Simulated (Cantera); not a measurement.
**Diamond growth**

A diamond (100) surface in a fixed gas of H2 with x(CH4) = 0.0094, x(H) = 0.00035, x(CH3) = 0.0015, at 1023 K; coverages are run to steady state.

Detailed kinetics in Cantera: the Harris–Goodwin 1993 mechanism for the reconstructed diamond (100) surface.

| P (Pa) | growth (µm/h) | θ c6HH | θ c6H* | θ c6*H | θ c6** | θ c6HM |
|---|---|---|---|---|---|---|
| 1400 | 1.47 | 0.390 | 0.0128 | 0.246 | 0.00310 | 0.246 |
| 2000 | 2.44 | 0.355 | 0.0116 | 0.222 | 0.00280 | 0.289 |
| 2900 | 4.02 | 0.321 | 0.0104 | 0.199 | 0.00251 | 0.331 |
| 4000 | 6.05 | 0.295 | 0.00945 | 0.182 | 0.00229 | 0.364 |
| 5600 | 9.10 | 0.272 | 0.00862 | 0.166 | 0.00209 | 0.393 |
| 7900 | 13.6 | 0.252 | 0.00794 | 0.152 | 0.00192 | 0.418 |
| 11000 | 19.7 | 0.237 | 0.00741 | 0.142 | 0.00179 | 0.436 |
| 15000 | 27.7 | 0.226 | 0.00703 | 0.135 | 0.00170 | 0.450 |
θ: site fractions in the mechanism's names (c6HH fully hydrogenated, c6H* and c6*H radical sites, c6** diradical, c6HM methylated).
